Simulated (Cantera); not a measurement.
An isothermal, constant-pressure homogeneous reactor starts with NO : N₂ = 1 : 0.25 (molar parts), at 2050 K and 11.3 Torr. Integrator tolerance rtol = 1e-08.

Detailed kinetics in Cantera: GRI-Mech 3.0 (53 species, 325 reactions). Radical loss at walls, strong at low pressure, is not modelled.

```tsv
quantity	before	after
x(NO) at 3.00 s	0.493 (gas-phase equilibrium 0.0104)	0.800 (gas-phase equilibrium 0.00131)
x(O₂) at 3.00 s	0.151 (gas-phase equilibrium 0.391)	0.000108 (gas-phase equilibrium 0.399)
x(N₂O) at 3.00 s	5.58e-5 (gas-phase equilibrium 6.20e-8)	0.000121 (gas-phase equilibrium 8.62e-9)
x(N₂) at 3.00 s	0.352 (gas-phase equilibrium 0.593)	0.200 (gas-phase equilibrium 0.599)
x(NO₂) at 3.00 s	7.86e-5 (gas-phase equilibrium 2.76e-6)	4.70e-5 (gas-phase equilibrium 1.27e-6)
x(O) at 3.00 s	0.00331 (gas-phase equilibrium 0.00500)	2.09e-6 (gas-phase equilibrium 1.49e-5)
```

Q: What was changed between the two runs?
A. temperature 2050 to 1975 K
B. temperature 2050 to 1475 K
C. temperature 2050 to 1575 K
D. N2 0.25 to 0.072 parts

A: B, temperature 2050 to 1475 K
